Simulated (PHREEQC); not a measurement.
0.016 g of hydrous ferric oxide (600 m²/g; 0.2 weak and 0.005 strong sites per Fe, Dzombak-Morel constants, diffuse double layer) in 1 kg of water with 0.005 mol/kgw of an inert sodium salt, at 25 °C; the pH is set by adding NaOH or the inert anion's acid. Oxygen is held at 0.21 atm. No CO2 enters from the air. Nothing may precipitate in this run.

Base run: PHREEQC, ion-association model, wateq4f.dat. Each further column changes one thing. The table gives surface charge σ (C/m²).

```tsv
pH	base	background salt from 0.005 to 0.0005 mol/kgw	oxide from 0.016 to 0.08 g/kgw	0.00011 mol/kgw Na2HAsO4 added
4	0.182	0.096	0.183	0.005
4.5	0.131	0.061	0.131	0.003
5.5	0.059	0.023	0.060	-0.003
6	0.037	0.014	0.038	-0.005
7	0.013	0.004	0.013	-0.011
7.5	0.006	0.002	0.006	-0.013
8.5	-0.004	-0.001	-0.004	-0.018
9	-0.009	-0.003	-0.009	-0.023
10	-0.030	-0.012	-0.030	-0.042
10.5	-0.050	-0.023	-0.050	-0.058
11.5	-0.131	-0.103	-0.132	-0.135
12	-0.215	-0.198	-0.215	-0.217
```
